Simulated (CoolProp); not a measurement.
Values from CoolProp's reference Helmholtz-energy equation of state, Gao 2020.

Question: For ammonia, give the phase and the cv (kJ/(kg K)), Joule-Thomson coefficient (K/MPa), expansivity (1/kK), Prandtl number at -42.15 °C and 9370 kPa; -19.85 °C and 216 kPa.

Answer: 
- -42.15 °C and 9370 kPa: liquid; cv 2.95, Joule-Thomson coefficient -0.200, expansivity 1.68, Prandtl number 1.88
- -19.85 °C and 216 kPa: liquid; cv 2.88, Joule-Thomson coefficient -0.170, expansivity 1.93, Prandtl number 1.55

Viscosity comes from a separate model (Fenghour 1995). Thermal conductivity comes from a separate model (Tufeu 1984).
